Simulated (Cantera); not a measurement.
Thermodynamics of silicon oxide and oxynitride deposition, feed TEOS + NO

Charge: 1 mol TEOS, 1.4 mol NO, held at 615 Torr.

Method: chemical equilibrium by Gibbs-energy minimisation in Cantera with the NASA 1993 tables (ideal gas, pure condensed phases). Candidate condensed phases: C, C6H6, C7H8, C8H18, H2O, Si, SiC, SiO2, Si2N2O, Si3N4; 151 gas species. The feed counts by its element totals alone. Mutual solubility and eutectic melting of coexisting phases are not modelled. The tables hold silica as quartz up to 1696 K and as liquid above; real silica turns to tridymite and cristobalite and melts near 1996 K. The numbers say what is thermodynamically allowed, not how fast it happens.

| T (°C) | x H2 | x CO | x N2 | x CH4 | x SiO | x H2O | x HCN | n C(graphite) | n SiO2(β-quartz) | n Si2N2O(s) | n SiC(s) |
|---|---|---|---|---|---|---|---|---|---|---|---|
| 975 | 0.703 | 0.240 | 0.0500 | 0.00452 | 1.03e-10 | 0.00213 | 2.33e-5 | 4.57 | 1.00 | 0 | 0 |
| 1075 | 0.706 | 0.241 | 0.0498 | 0.00238 | 1.34e-8 | 0.000813 | 6.00e-5 | 4.58 | 1.00 | 0 | 0 |
| 1175 | 0.707 | 0.241 | 0.0497 | 0.00137 | 8.77e-7 | 0.000354 | 0.000135 | 4.58 | 1.000 | 0 | 0 |
| 1275 | 0.694 | 0.267 | 0.0384 | 0.000809 | 2.98e-5 | 0.000186 | 0.000240 | 4.15 | 0.708 | 0.146 | 0 |
| 1375 | 0.661 | 0.324 | 0.0133 | 0.000480 | 0.000391 | 0.000114 | 0.000256 | 3.09 | 0 | 0.497 | 0 |
| 1475 | 0.643 | 0.328 | 0.0262 | 0.000312 | 0.00156 | 6.43e-5 | 0.000613 | 2.50 | 0 | 0.289 | 0.397 |
| 1575 | 0.620 | 0.333 | 0.0428 | 0.000207 | 0.00212 | 3.83e-5 | 0.00126 | 1.64 | 0 | 0 | 0.966 |
| 1675 | 0.619 | 0.333 | 0.0424 | 0.000154 | 0.00274 | 2.45e-5 | 0.00194 | 1.64 | 0 | 0 | 0.956 |
x: gas mole fraction; n: condensed amount in mol.

From 975 °C to 1175 °C the condensed part is C(graphite) + SiO2(β-quartz). At 1275 °C the condensed part is C(graphite) + SiO2(β-quartz) + Si2N2O(s). At 1375 °C the condensed part is C(graphite) + Si2N2O(s). At 1475 °C the condensed part is C(graphite) + SiC(s) + Si2N2O(s). From 1575 °C to 1675 °C the condensed part is C(graphite) + SiC(s).
